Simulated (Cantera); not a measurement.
Feed: 1 mol Fe2O3, 2.5 mol C, 3 mol H2, at 2202 °C.

Equilibrium computed with Cantera from the NASA thermochemical tables; the gas is ideal and each condensed phase is pure. Candidate condensed phases: C, C6H6, C7H8, C8H18, Fe, Fe(CO)5, FeO, Fe(OH)2, Fe(OH)3, Fe2O3, Fe3O4, H2O; 114 gas species. The numbers say what is thermodynamically allowed, not how fast it happens.

### Question
Which condensed phases are stable at each of these points (P (Pa)): 10, 36, 130, 460, 1700, 6000, 22000, 77000, 280000, 1000000?

### Answer
```
P (Pa)   condensed phases  Fe condensed (%)
-------  ----------------  ----------------
10               gas only               0.0
36               gas only               0.0
130              gas only               0.0
460              gas only               0.0
1700             gas only               0.0
6000             gas only               0.0
22000               Fe(l)              62.7
77000               Fe(l)              90.3
280000              Fe(l)              97.4
1000000             Fe(l)              99.3
```

From 10.0 Pa to 60.0 mbar nothing is condensed. From 0.220 bar to 10.0 bar the condensed part is Fe(l).
